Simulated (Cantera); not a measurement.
A jet of H2 : O2 : N2 = 0.012 : 0.15 : 0.79 (molar parts), equivalence ratio 0.040 at 300 K and 24.8 Torr hits a platinum plate 3.7 cm away at a mass flux of 0.046 kg/m²/s; the plate temperature is set and raised in steps from an oxygen-covered start.

Model: Deutschmann's 1995 Pt surface mechanism with GRI-Mech 3.0 gas chemistry, integrated in Cantera. Catalytic surfaces can have several steady states; this one follows from the mechanism file's or the stated starting coverage.

x: mole fraction at the wall; θ: surface coverage.

```json
[
 {"plate T (K)": "500", "wall x H2": "0.00365", "wall x O2": "0.148", "wall x H2O": "0.0176", "wall x OH": "<1e-8", "θ free Pt": "0.0362", "θ O*": "0.958", "θ OH*": "?"},
 {"plate T (K)": "550", "wall x H2": "0.00364", "wall x O2": "0.148", "wall x H2O": "0.0175", "wall x OH": "<1e-8", "θ free Pt": "0.0383", "θ O*": "0.958", "θ OH*": "?"},
 {"plate T (K)": "600", "wall x H2": "0.00363", "wall x O2": "0.148", "wall x H2O": "0.0174", "wall x OH": "<1e-8", "θ free Pt": "0.0404", "θ O*": "0.957", "θ OH*": "?"},
 {"plate T (K)": "650", "wall x H2": "0.00356", "wall x O2": "0.148", "wall x H2O": "0.0174", "wall x OH": "<1e-8", "θ free Pt": "0.0435", "θ O*": "0.955", "θ OH*": "?"},
 {"plate T (K)": "700", "wall x H2": "0.00321", "wall x O2": "0.148", "wall x H2O": "0.0180", "wall x OH": "<1e-8", "θ free Pt": "0.0523", "θ O*": "0.947", "θ OH*": "?"}
]
```

**Question.** Some entries are withheld; supply them.

**Answer.** 
- 500, θ OH*: 0.00595
- 550, θ OH*: 0.00340
- 600, θ OH*: 0.00212
- 650, θ OH*: 0.00143
- 700, θ OH*: 0.00110
